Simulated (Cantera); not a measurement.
**Thermodynamics of fluorocarbon and chlorocarbon gases, feed CH₂F₂ + Si**

Input: 1 mol CH₂F₂, 0.91 mol Si, held at 698.15 K and 2.00 Pa.

Method: chemical equilibrium by Gibbs-energy minimisation in Cantera with the NASA 1993 tables (ideal gas, pure condensed phases). Candidate condensed phases: C, C₆H₆, C₇H₈, C₈H₁₈, Si, SiC; 113 gas species. Rates play no part.

```
Item                                  Value
--------------------------------  ---------
x(H₂)                                 0.667
x(SiF₄)                               0.333
x(SiHF₃)                            9.05e-5
x(CH₄)                              7.86e-5
x(HF)                               4.22e-6
n(C(graphite))                    0.590 mol
n(SiC(s))                         0.410 mol
gas amount                        1.500 mol
log10 activity of Si(s) (absent)      -5.06
```
